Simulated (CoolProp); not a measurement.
The numbers come from the reference Helmholtz-energy equation of state, Span 1996 in CoolProp.

**Question.** Give the vapour pressure (kPa), liquid density (kg/m³), vapour density (kg/m³), surface tension (mN/m) of saturated carbon dioxide at 272.5 K.

**Answer.** 
```tsv
T (K)	p (kPa)	liquid density (kg/m³)	vapour density (kg/m³)	surface tension (mN/m)
272.5	3430	931	95.7	4.60
```

Surface tension comes from a separate correlation (Mulero 2012).
